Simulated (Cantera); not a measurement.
Input: 1 mol Pb, a varied amount of N2, held at 13.3 mbar.

Cantera equilibrium calculation (NASA polynomials, part measured and part estimated; ideal gas, pure solids and liquids). Candidate condensed phases: Pb; 4 gas species. Equilibrium is a limit: real reactors are often held back by kinetics, nucleation or transport.

What condenses at these points (T in K, n(N2) in mol): (923, 0.7); (1273, 36); (873, 1.1); (1273, 59); (723, 36)?


```
T (K)  n(N2) in mol  condensed phases  Pb condensed (%)
-----  ------------  ----------------  ----------------
923             0.7                Pb             100.0
1273             36          gas only               0.0
873             1.1                Pb             100.0
1273             59          gas only               0.0
723              36                Pb             100.0
```
